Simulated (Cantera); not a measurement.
Carbothermic reduction: Ta₂O₅ + CH₄ + CO + C

A closed system holds: 1 mol Ta₂O₅, 4.6 mol CH₄, 0.12 mol CO, 3.1 mol C, equilibrated at 4.00 mbar.

Method: chemical equilibrium by Gibbs-energy minimisation in Cantera with the NASA 1993 tables (ideal gas, pure condensed phases). Candidate condensed phases: C, C₆H₆, C₇H₈, C₈H₁₈, H₂O, Ta, TaC, Ta₂O₅; 113 gas species. Mutual solubility and eutectic melting of coexisting phases are not modelled. TaC: taken at fixed stoichiometry. Condensed phases not in the tables: Ta₂C. The numbers say what is thermodynamically allowed, not how fast it happens.

From 727 °C to 752 °C the condensed part is C(graphite) + TaC(s) + Ta₂O₅(s). From 777 °C to 1052 °C the condensed part is C(graphite) + TaC(s).

```tsv
T (°C)	log p H₂	log p CO	log p CH₄	log p H₂O	log p CO₂	n C(graphite)	n TaC(s)	n Ta₂O₅(s)
727	-2.45	-3.36	-5.92	-6.22	-6.98	6.31	0.398	0.801
752	-2.50	-3.06	-6.14	-6.14	-6.59	4.32	0.965	0.518
777	-2.59	-2.84	-6.42	-6.18	-6.36	0.703	2.00	0
802	-2.59	-2.84	-6.53	-6.33	-6.56	0.702	2.00	0
827	-2.59	-2.84	-6.63	-6.48	-6.74	0.701	2.00	0
852	-2.59	-2.84	-6.72	-6.63	-6.92	0.701	2.00	0
877	-2.59	-2.84	-6.81	-6.76	-7.09	0.700	2.00	0
902	-2.59	-2.84	-6.90	-6.89	-7.26	0.700	2.00	0
927	-2.59	-2.84	-6.98	-7.02	-7.41	0.700	2.00	0
952	-2.59	-2.84	-7.06	-7.14	-7.56	0.700	2.00	0
977	-2.59	-2.84	-7.14	-7.26	-7.71	0.700	2.00	0
1002	-2.59	-2.84	-7.21	-7.37	-7.84	0.700	2.00	0
1027	-2.59	-2.84	-7.28	-7.47	-7.98	0.700	2.00	0
1052	-2.59	-2.84	-7.35	-7.58	-8.10	0.700	2.00	0
```
log p: log10 of the partial pressure in bar; n: condensed amount in mol.
